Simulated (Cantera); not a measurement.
An isothermal, constant-pressure homogeneous reactor starts with 86.2 % N2O, 13.8 % H2O, at 1198 K and 7.35 Torr.

Detailed kinetics in Cantera: GRI-Mech 3.0 (53 species, 325 reactions). GRI-Mech 3.0 was tuned for natural gas; its chemistry of N2O as a main component is partial and can be far from experiment. Radical loss at walls, strong at low pressure, is not modelled. The mechanism lacks the step 2 NO + O2 → 2 NO2, which can matter for NO2 below about 1400 K. The temperature is held fixed by assumption; the heat of reaction is taken as removed at once.

Predict: x(N2O) at 200 s; x(H2O) at 200 s; x(O2) at 200 s; x(N2) at 200 s; x(HO2) at 200 s; x(H2O2) at 200 s.


| Item | Result |
|---|---|
| x(N2O) at 200 s | 0.103 (gas-phase equilibrium 1.23e-9) |
| x(H2O) at 200 s | 0.101 (gas-phase equilibrium 0.0964) |
| x(O2) at 200 s | 0.245 (gas-phase equilibrium 0.301) |
| x(N2) at 200 s | 0.510 (gas-phase equilibrium 0.602) |
| x(HO2) at 200 s | 4.27e-8 (gas-phase equilibrium 5.31e-9) |
| x(H2O2) at 200 s | 1.33e-9 (gas-phase equilibrium 1.23e-10) |
